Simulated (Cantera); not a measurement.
Feed: 1 mol PbO, 0.17 mol H2, 0.4 mol N2, at 0.540 bar.

Cantera equilibrium calculation (NASA polynomials, part measured and part estimated; ideal gas, pure solids and liquids). Candidate condensed phases: H2O, Pb, PbO, PbO2, Pb3O4; 27 gas species. Each liquid is taken as pure. Mutual solubility and eutectic melting of coexisting phases are not modelled. Gases not in the tables: (PbO)n polymers. The numbers say what is thermodynamically allowed, not how fast it happens.

x: gas mole fraction; n: condensed amount in mol.

| T (K) | x N2 | x H2O | x Pb | x PbO | x H2 | n Pb(l) | n PbO(yellow) | n PbO(l) |
|---|---|---|---|---|---|---|---|---|
| 875 | 0.702 | 0.298 | 1.25e-6 | 4.77e-9 | ? | 0.170 | 0.830 | 0 |
| 925 | 0.702 | 0.298 | 4.95e-6 | 3.78e-8 | ? | 0.170 | 0.830 | 0 |
| 975 | 0.702 | 0.298 | 1.70e-5 | 2.40e-7 | ? | 0.170 | 0.830 | 0 |
| 1025 | 0.702 | 0.298 | 5.15e-5 | 1.27e-6 | ? | 0.170 | 0.830 | 0 |
| 1075 | 0.702 | 0.298 | 0.000141 | 5.71e-6 | ? | 0.170 | 0.830 | 0 |
| 1125 | 0.701 | 0.298 | 0.000350 | 2.23e-5 | ? | 0.170 | 0.830 | 0 |
| 1175 | 0.701 | 0.298 | 0.000806 | 7.47e-5 | ? | 0.169 | 0 | 0.830 |
| 1225 | 0.700 | 0.298 | 0.00173 | 0.000209 | ? | 0.169 | 0 | 0.830 |
| 1275 | 0.699 | 0.297 | 0.00349 | 0.000537 | ? | 0.168 | 0 | 0.830 |
| 1325 | 0.696 | 0.296 | 0.00668 | 0.00128 | ? | 0.166 | 0 | 0.829 |
| 1375 | 0.691 | 0.294 | 0.0122 | 0.00284 | ? | 0.163 | 0 | 0.828 |
| 1425 | 0.683 | 0.290 | 0.0212 | 0.00596 | ? | 0.157 | 0 | 0.827 |
| 1475 | 0.668 | 0.284 | 0.0356 | 0.0118 | ? | 0.149 | 0 | 0.823 |
| 1525 | 0.646 | 0.274 | 0.0576 | 0.0223 | ? | 0.134 | 0 | 0.816 |

Problem. What belongs in the gaps?

Solution. 
- 875, x H2: 2.67e-5
- 925, x H2: 3.30e-5
- 975, x H2: 4.01e-5
- 1025, x H2: 4.80e-5
- 1075, x H2: 5.68e-5
- 1125, x H2: 6.65e-5
- 1175, x H2: 7.99e-5
- 1225, x H2: 0.000102
- 1275, x H2: 0.000129
- 1325, x H2: 0.000160
- 1375, x H2: 0.000195
- 1425, x H2: 0.000234
- 1475, x H2: 0.000276
- 1525, x H2: 0.000318
